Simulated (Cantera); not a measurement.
A closed system holds: 1 mol LiCl, 3.1 mol HCl, 230 mol H2, equilibrated at 1527 °C and 100 Torr.

These are equilibrium values from Cantera (NASA tables, ideal gas, pure condensed phases), not measurements of a reactor. Candidate condensed phases: Li, LiCl, LiH; 11 gas species. Kinetics and transport are ignored.

Base state: H2 0.982, HCl 0.0132, LiCl 0.00426, H 0.000972, Cl 1.00e-5 (mole fractions); condensed: gas only.

What changes in the equilibrium state with this change: pressure from 100 Torr to 0.0975 Torr?


| species | before | after |
|---|---|---|
| H2 | 0.982 | 0.952 |
| H | 0.000972 | 0.0306 |
| HCl | 0.0132 | 0.0129 |
| LiCl | 0.00426 | 0.00401 |
| Cl | 1.00e-5 | 0.000318 |
| Li | 6.37e-6 | 0.000194 |
